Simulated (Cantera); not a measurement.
Cantera run, input and output.

```python
import numpy as np
import cantera as ct

gas = ct.Solution("gri30.yaml")
gas.TPX = 1425, 100000, {'CH4': 0.75, 'H2': 7.1}
reactor = ct.IdealGasConstPressureReactor(gas, energy="off", clone=False)
net = ct.ReactorNet([reactor])
net.rtol, net.atol = 1e-08, 1e-18
show = ['CH4', 'H2', 'C2H4', 'H', 'CH3', 'C2H6', 'C2H']
times = np.geomspace(4e-06, 9, 12)

steps = ct.SolutionArray(gas, extra=["t"])
rows = []
print(f"{'t/s':>10s}{'T/K':>9s}{'P/Pa':>11s}" + "".join(f"{s:>11s}" for s in show))
for t in times:
    while net.time < t:
        t_next = net.step()
        steps.append(gas.state, t=t_next)
    rows.append([np.interp(t, steps.t, y) for y in (steps.T, steps.P, *steps(*show).X.T)])
    print(f"{t:10.3e}{rows[-1][0]:9.1f}{rows[-1][1]:11.4g}" + "".join(f"{x:11.3e}" for x in rows[-1][2:]))
rate = np.gradient(steps.T, steps.t)
print("integrator steps:", len(steps.t))
if steps.T.max() > steps.T[0] + 200:
    print(f"time of steepest temperature rise: {steps.t[rate.argmax()]:.4e} s")
gas.TPX = 1425, 100000, {'CH4': 0.75, 'H2': 7.1}
gas.equilibrate("TP")
print(f"equilibrium (TP): T = {gas.T:.1f} K  " + "  ".join(f"{s} {gas[s].X[0]:.3e}" for s in show))
```

Output:

```
       t/s      T/K       P/Pa        CH4         H2       C2H4          H        CH3       C2H6        C2H
 4.000e-06   1425.0      1e+05  9.554e-02  9.045e-01  3.158e-15  2.546e-08  4.921e-08  9.441e-14  3.016e-31
 1.512e-05   1425.0      1e+05  9.554e-02  9.045e-01  2.979e-13  9.197e-08  1.902e-07  5.516e-12  4.509e-28
 5.715e-05   1425.0      1e+05  9.554e-02  9.045e-01  1.901e-11  3.429e-07  7.223e-07  3.011e-10  4.711e-25
 2.160e-04   1425.0      1e+05  9.554e-02  9.045e-01  1.089e-09  1.267e-06  2.682e-06  1.579e-08  5.381e-22
 8.165e-04   1425.0      1e+05  9.553e-02  9.045e-01  6.447e-08  3.823e-06  8.100e-06  6.035e-07  6.770e-19
 3.086e-03   1425.0      1e+05  9.551e-02  9.045e-01  2.252e-06  5.417e-06  1.148e-05  5.187e-06  2.148e-16
 1.167e-02   1425.0      1e+05  9.546e-02  9.045e-01  2.090e-05  5.673e-06  1.201e-05  8.776e-06  1.107e-14
 4.409e-02   1425.0      1e+05  9.529e-02  9.046e-01  8.006e-05  5.712e-06  1.207e-05  9.377e-06  1.876e-13
 1.667e-01   1425.0      1e+05  9.464e-02  9.049e-01  2.039e-04  5.781e-06  1.213e-05  1.038e-05  1.467e-12
 6.299e-01   1425.0      1e+05  9.261e-02  9.060e-01  5.276e-04  5.971e-06  1.225e-05  1.297e-05  6.199e-12
 2.381e+00   1425.0      1e+05  8.862e-02  9.082e-01  1.162e-03  6.365e-06  1.247e-05  1.824e-05  1.636e-11
 9.000e+00   1425.0      1e+05  8.690e-02  9.091e-01  1.437e-03  6.547e-06  1.256e-05  2.061e-05  2.115e-11
integrator steps: 518
equilibrium (TP): T = 1425.0 K  CH4 8.688e-02  H2 9.091e-01  C2H4 1.440e-03  H 6.548e-06  CH3 1.256e-05  C2H6 2.063e-05  C2H 2.120e-11
```

Computed with Cantera and GRI-Mech 3.0 (53 species, 325 reactions). GRI-Mech 3.0 stops at C3 and has no aromatics, soot or wall deposition, so with more carbon than oxygen in the feed, carbon stays in small species such as C2H2 where larger ones or solid carbon would form.
